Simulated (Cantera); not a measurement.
Input: 1 mol Pb, 8 mol CO, a varied amount of H2, equilibrated at 977 °C and 1 atm.

Cantera equilibrium calculation (NASA polynomials, part measured and part estimated; ideal gas, pure solids and liquids). Candidate condensed phases: C, C6H6, C7H8, C8H18, H2O, Pb, PbO, PbO2, Pb3O4; 113 gas species. Rates play no part.

### Question
What share of the Pb ends up in condensed phases as a function of n(H2) (mol), at 1.3, 4.2, 7, 9.9, 13, 16, 19, 21, 24, 27, 30, 33, 36?

### Answer
| n(H2) (mol) | Pb condensed (%) | as |
|---|---|---|
| 1.3 | 98.8 | Pb(l) |
| 4.2 | 98.4 | Pb(l) |
| 7 | 98.0 | Pb(l) |
| 9.9 | 97.7 | Pb(l) |
| 13 | 97.2 | Pb(l) |
| 16 | 96.9 | Pb(l) |
| 19 | 96.5 | Pb(l) |
| 21 | 96.2 | Pb(l) |
| 24 | 95.8 | Pb(l) |
| 27 | 95.4 | Pb(l) |
| 30 | 95.0 | Pb(l) |
| 33 | 94.6 | Pb(l) |
| 36 | 94.2 | Pb(l) |
